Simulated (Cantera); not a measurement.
Charge: 1 mol B2H6, 18 mol H2O, 0.13 mol N2, equilibrated at 1802 °C and 0.488 Torr.

These are equilibrium values from Cantera (NASA tables, ideal gas, pure condensed phases), not measurements of a reactor. Candidate condensed phases: B, BN, B2O3, B3O3H3, H2O; 39 gas species. The feed counts by its element totals alone. Kinetics and transport are ignored.

Base state: H2O 0.590, H2 0.249, HBO2 0.0810, H 0.0521, OH 0.0141, N2 0.00561, BO2 0.00234, O2 0.00215 (mole fractions); condensed: gas only.

What changes in the equilibrium state with this change: pressure from 0.488 Torr to 1.05 Torr?


| species | before | after |
|---|---|---|
| H2O | 0.590 | 0.605 |
| H2 | 0.249 | 0.254 |
| HBO2 | 0.0810 | 0.0830 |
| H | 0.0521 | 0.0359 |
| OH | 0.0141 | 0.00975 |
| O | 0.00212 | 0.000987 |
| O2 | 0.00215 | 0.00100 |
| BO | 0.000691 | 0.000476 |
| NO | 7.97e-5 | 5.49e-5 |
